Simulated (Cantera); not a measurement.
Input: 1 mol MgO, 0.22 mol SO₃, 0.063 mol CO₂, equilibrated at 1 atm.

Equilibrium computed with Cantera from the NASA thermochemical tables; the gas is ideal and each condensed phase is pure. Candidate condensed phases: C, Mg, MgCO₃, MgO, MgS, MgSO₄, S; 26 gas species. The numbers say what is thermodynamically allowed, not how fast it happens.

At 1400 K, list the 4 most abundant gas species with their mole fractions, and the condensed phases.

SO₂ 0.546, O₂ 0.273, CO₂ 0.162, SO₃ 0.0186. Condensed: MgO(s).
